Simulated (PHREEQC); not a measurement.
Consider water at 25 °C with 0.0063 mol NaHSO4 and 0.2 mol Na2SO4 per kg of water. Closed to the air; pH follows from the charge balance.

Model: ion-association model, wateq4f.dat, run in PHREEQC.

Each row changes one thing in this solution. Precipitation was switched off in this run.

```
case                                           pH  ionic strength (mol/kgw)  Na+ (mol/kgw)  SO4-2 (mol/kgw)  NaSO4- (mol/kgw)  HSO4- (mol/kgw)  SI of Mirabilite (Na2SO4:10H2O)
-------------------------------------------  ----  ------------------------  -------------  ---------------  ----------------  ---------------  -------------------------------
as made                                      2.96                     0.500          0.352            0.147            0.0545          0.00486                            -1.65
Na2SO4 from 0.2 to 0.3 mol/kgw               3.03                     0.714          0.509            0.204            0.0972          0.00507                            -1.28
NaHSO4 replaced by NaF at the same molality  7.42                     0.497          0.352            0.146            0.0542          1.67e-7                            -1.66
temperature from 25 to 70 °C                 3.33                     0.490     (withheld)            0.142            0.0589          0.00567                            -3.59
Na2SO4 left out                              2.36                    0.0159        0.00621       (withheld)        (withheld)          0.00142                            -5.94
diluted 5-fold with water                    3.35                     0.113         0.0764           0.0357           0.00486         0.000718                            -3.24
```

Problem. Some entries are withheld; supply them.

Solution. 
- temperature from 25 to 70 °C, Na+ (mol/kgw): 0.347
- Na2SO4 left out, SO4-2 (mol/kgw): 0.00479
- Na2SO4 left out, NaSO4- (mol/kgw): 9.09e-5

The ionic strength passes 0.7 mol/kgw, the rough limit of the ion-association models, in Na2SO4 from 0.2 to 0.3 mol/kgw. Complexes and solids missing from the database can't appear. Away from 25 °C the constants follow the database's enthalpies or fits; those with neither stay at their 25 °C values.
